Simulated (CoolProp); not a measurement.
C3F8 (R218) along the isotherm 440 K: density (kg/m³) from the reference equation and from simpler models built on Tc = 345.0 K, pc = 2.640 MPa, ω = 0.317; each cubic takes its own stable root.

Model: reference Helmholtz-energy equation of state, Lemmon 2006, in CoolProp. It is a short technical equation, of lower accuracy than the large ones.

| p (MPa) | phase | reference | ideal gas | van der Waals | Redlich-Kwong | Soave-Redlich-Kwong | Peng-Robinson |
|---|---|---|---|---|---|---|---|
| 1.54 | gas | 86.05 | 79.15 | 87.97 | 87.77 | 85.78 | 87.23 |
| 3.08 | supercritical | 189.3 | 158.3 | 201.6 | 197.5 | 186.3 | 192.4 |
| 4.62 | supercritical | 312.4 | 237.4 | 357.1 | 334.6 | 301.0 | 314.9 |
| 6.15 | supercritical | 447.0 | 316.1 | 520.3 | 485.3 | 421.1 | 444.5 |
| 7.69 | supercritical | 576.2 | 395.2 | 627.7 | 619.0 | 534.8 | 568.3 |
| 9.23 | supercritical | 684.0 | 474.4 | 696.5 | 722.4 | 632.6 | 676.2 |
| 10.8 | supercritical | 769.7 | 555.1 | 746.6 | 803.9 | 715.5 | 768.6 |
| 12.3 | supercritical | 833.9 | 632.2 | 783.7 | 866.4 | 781.8 | 843.1 |
| 13.8 | supercritical | 885.7 | 709.2 | 814.1 | 918.5 | 838.2 | 906.8 |
| 15.4 | supercritical | 931.3 | 791.5 | 841.3 | 965.7 | 890.0 | 965.5 |
| 16.9 | supercritical | 967.5 | 868.6 | 863.2 | 1004 | 932.5 | 1014 |
| 18.5 | supercritical | 1001 | 950.8 | 883.7 | 1040 | 972.6 | 1059 |
| 20 | supercritical | 1028 | 1028 | 900.9 | 1071 | 1006 | 1097 |
